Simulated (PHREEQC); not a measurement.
A solution holds 0.00039 mol/kgw H2SeO3, 0.1 mol/kgw NaOH and 0.66 mol/kgw NaCl, at 20 °C. Closed to the air; pH follows from the charge balance.

Computed with PHREEQC (ion-association model, wateq4f.dat).

Each row changes one thing in this solution. Precipitation was switched off in this run.

| case | pH | SI of Halite (NaCl) |
|---|---|---|
| as made | 12.96 | -2.23 |
| H2SeO3 replaced by Na2SeO3 at the same molality | 12.96 | -2.23 |
| H2SeO3 left out | 12.96 | -2.23 |
| NaOH replaced by NaF at the same molality | 5.33 | -2.24 |
| H2SeO3 from 0.00039 to 0.000351 mol/kgw | 12.96 | -2.23 |
| temperature from 20 to 15 °C | 13.13 | -2.21 |
| diluted 2-fold with water | 12.69 | -2.79 |
| NaCl from 0.66 to 1.32 mol/kgw | 12.93 | -1.66 |

The ionic strength passes 0.7 mol/kgw, the rough limit of the ion-association models, in as made; H2SeO3 replaced by Na2SeO3 at the same molality; H2SeO3 left out; NaOH replaced by NaF at the same molality; H2SeO3 from 0.00039 to 0.000351 mol/kgw; temperature from 20 to 15 °C; NaCl from 0.66 to 1.32 mol/kgw. Species that the database lacks are ignored.
